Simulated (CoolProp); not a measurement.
Vapour-liquid equilibrium of n-hexane (1) + toluene (2) at 1.11 MPa; x and y are mole fractions of (1).

Computed with CoolProp (multi-fluid Helmholtz-energy mixture model, Thol 2019 and Lemmon 2006; pair parameters Bell 2016).

Task: Give the bubble temperature and the first vapour's composition at x = 0.05, 0.65, 0.8. Is there an azeotrope?

Result: x = 0.05: 491.5 K, y = 0.104; x = 0.65: 456.2 K, y = 0.772; x = 0.8: 450.6 K, y = 0.874. No azeotrope shows between x = 0.05 and 0.95.

The pair parameters rest on a limited set of measurements; away from them the model extrapolates.
